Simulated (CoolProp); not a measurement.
Saturation properties of hydrogen chloride.

The numbers come from the reference Helmholtz-energy equation of state, Thol 2018 in CoolProp.

```json
[
 {"T (K)": "165.2", "p (kPa)": "22.45", "liquid density (kg/m³)": "1240", "enthalpy of vaporisation (kJ/kg)": "466.7", "liquid cp (kJ/(kg K))": "1.659", "vapour Z": "0.9898"},
 {"T (K)": "174.5", "p (kPa)": "43.59", "liquid density (kg/m³)": "1218", "enthalpy of vaporisation (kJ/kg)": "457.8", "liquid cp (kJ/(kg K))": "1.657", "vapour Z": "0.9836"},
 {"T (K)": "183.8", "p (kPa)": "78.54", "liquid density (kg/m³)": "1196", "enthalpy of vaporisation (kJ/kg)": "448.4", "liquid cp (kJ/(kg K))": "1.658", "vapour Z": "0.9752"},
 {"T (K)": "193.1", "p (kPa)": "133.0", "liquid density (kg/m³)": "1173", "enthalpy of vaporisation (kJ/kg)": "438.4", "liquid cp (kJ/(kg K))": "1.663", "vapour Z": "0.9644"},
 {"T (K)": "202.3", "p (kPa)": "212.5", "liquid density (kg/m³)": "1149", "enthalpy of vaporisation (kJ/kg)": "428.0", "liquid cp (kJ/(kg K))": "1.672", "vapour Z": "0.9512"},
 {"T (K)": "211.6", "p (kPa)": "326.2", "liquid density (kg/m³)": "1125", "enthalpy of vaporisation (kJ/kg)": "416.6", "liquid cp (kJ/(kg K))": "1.686", "vapour Z": "0.9352"},
 {"T (K)": "220.9", "p (kPa)": "481.8", "liquid density (kg/m³)": "1099", "enthalpy of vaporisation (kJ/kg)": "404.5", "liquid cp (kJ/(kg K))": "1.706", "vapour Z": "0.9163"},
 {"T (K)": "230.2", "p (kPa)": "688.2", "liquid density (kg/m³)": "1073", "enthalpy of vaporisation (kJ/kg)": "391.3", "liquid cp (kJ/(kg K))": "1.734", "vapour Z": "0.8943"},
 {"T (K)": "239.5", "p (kPa)": "955.0", "liquid density (kg/m³)": "1045", "enthalpy of vaporisation (kJ/kg)": "376.9", "liquid cp (kJ/(kg K))": "1.769", "vapour Z": "0.8691"}
]
```

It boils at 188.2 K under 1 atm.
